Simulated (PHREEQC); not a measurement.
A solution holds 0.42 mol/kgw H2SO4, 0.12 mol/kgw Na2SO4 and 0.17 mol/kgw MgCl2, at 25 °C. Closed to the air; pH follows from the charge balance.

Computed with PHREEQC (Pitzer model, pitzer.dat).

Each row changes one thing in this solution. Precipitation was switched off in this run.

| case | pH | ionic strength (mol/kgw) | HSO4- (mol/kgw) | SO4-2 (mol/kgw) | SI of Epsomite (MgSO4:7H2O) | SI of Hexahydrite (MgSO4:6H2O) |
|---|---|---|---|---|---|---|
| as made | 0.37 | 1.40 | 0.368 | 0.172 | -1.76 | -2.03 |
| diluted 5-fold with water | 1.11 | 0.296 | 0.0649 | 0.0431 | -2.42 | -2.70 |
| Na2SO4 from 0.12 to 0.6 mol/kgw | 0.61 | 2.48 | ___ | 0.475 | -1.56 | -1.82 |
| Na2SO4 from 0.12 to 0.024 mol/kgw | 0.32 | 1.22 | 0.312 | 0.132 | -1.84 | -2.11 |
| diluted 100-fold with water | ___ | 0.0184 | 0.00143 | 0.00397 | -3.86 | -4.14 |
| diluted 2-fold with water | ___ | 0.712 | 0.177 | 0.0932 | -2.05 | -2.33 |

Q: Some entries are withheld; supply them.

A: 
- Na2SO4 from 0.12 to 0.6 mol/kgw, HSO4- (mol/kgw): 0.545
- diluted 100-fold with water, pH: 2.22
- diluted 2-fold with water, pH: 0.72

In brines, pH and single-ion activities rest on the MacInnes convention.
